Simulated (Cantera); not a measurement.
Input: 1 mol SiO2, 0.33 mol SiCl4, 2.6 mol O2, at 0.000690 bar.

Method: chemical equilibrium by Gibbs-energy minimisation in Cantera with the NASA 1993 tables (ideal gas, pure condensed phases). Candidate condensed phases: Si, SiO2; 15 gas species. The tables hold silica as quartz up to 1696 K and as liquid above; real silica turns to tridymite and cristobalite and melts near 1996 K. The numbers say what is thermodynamically allowed, not how fast it happens.

x: gas mole fraction; n: condensed amount in mol.

```json
[
 {"T (K)": "1475", "x O2": "0.651", "x Cl": "0.320", "x Cl2": "0.0291", "x O": "8.81e-5", "x ClO": "0.000172", "x SiO2": "1.39e-9", "n SiO2(β-quartz)": "1.33", "n SiO2(condensed)": "0"},
 {"T (K)": "1500", "x O2": "0.646", "x Cl": "0.331", "x Cl2": "___", "x O": "___", "x ClO": "0.000172", "x SiO2": "3.10e-9", "n SiO2(β-quartz)": "1.33", "n SiO2(condensed)": "0"},
 {"T (K)": "1525", "x O2": "0.643", "x Cl": "0.340", "x Cl2": "0.0168", "x O": "0.000173", "x ClO": "0.000171", "x SiO2": "6.74e-9", "n SiO2(β-quartz)": "1.33", "n SiO2(condensed)": "0"},
 {"T (K)": "1550", "x O2": "0.640", "x Cl": "0.347", "x Cl2": "0.0127", "x O": "0.000238", "x ClO": "0.000168", "x SiO2": "1.43e-8", "n SiO2(β-quartz)": "1.33", "n SiO2(condensed)": "0"},
 {"T (K)": "1575", "x O2": "0.638", "x Cl": "0.352", "x Cl2": "0.00956", "x O": "0.000326", "x ClO": "0.000166", "x SiO2": "2.96e-8", "n SiO2(β-quartz)": "1.33", "n SiO2(condensed)": "0"},
 {"T (K)": "1600", "x O2": "0.636", "x Cl": "0.356", "x Cl2": "0.00723", "x O": "0.000440", "x ClO": "0.000163", "x SiO2": "5.98e-8", "n SiO2(β-quartz)": "1.33", "n SiO2(condensed)": "0"},
 {"T (K)": "1625", "x O2": "0.635", "x Cl": "0.358", "x Cl2": "0.00548", "x O": "0.000591", "x ClO": "0.000159", "x SiO2": "1.18e-7", "n SiO2(β-quartz)": "1.33", "n SiO2(condensed)": "0"},
 {"T (K)": "1650", "x O2": "0.634", "x Cl": "0.361", "x Cl2": "0.00418", "x O": "0.000785", "x ClO": "0.000156", "x SiO2": "2.29e-7", "n SiO2(β-quartz)": "1.33", "n SiO2(condensed)": "0"},
 {"T (K)": "1675", "x O2": "0.633", "x Cl": "0.362", "x Cl2": "0.00320", "x O": "0.00104", "x ClO": "0.000152", "x SiO2": "4.35e-7", "n SiO2(β-quartz)": "1.33", "n SiO2(condensed)": "0"},
 {"T (K)": "1700", "x O2": "0.633", "x Cl": "0.363", "x Cl2": "___", "x O": "___", "x ClO": "0.000149", "x SiO2": "8.09e-7", "n SiO2(β-quartz)": "0", "n SiO2(condensed)": "1.33"},
 {"T (K)": "1725", "x O2": "0.632", "x Cl": "0.364", "x Cl2": "0.00191", "x O": "0.00176", "x ClO": "0.000145", "x SiO2": "1.47e-6", "n SiO2(β-quartz)": "0", "n SiO2(condensed)": "1.33"},
 {"T (K)": "1750", "x O2": "0.631", "x Cl": "0.365", "x Cl2": "0.00149", "x O": "0.00226", "x ClO": "0.000142", "x SiO2": "2.61e-6", "n SiO2(β-quartz)": "0", "n SiO2(condensed)": "1.33"}
]
```

Question: Fill in the missing entries.

Answer: 
- 1700, x Cl2: 0.00247
- 1700, x O: 0.00135
- 1500, x Cl2: 0.0222
- 1500, x O: 0.000124
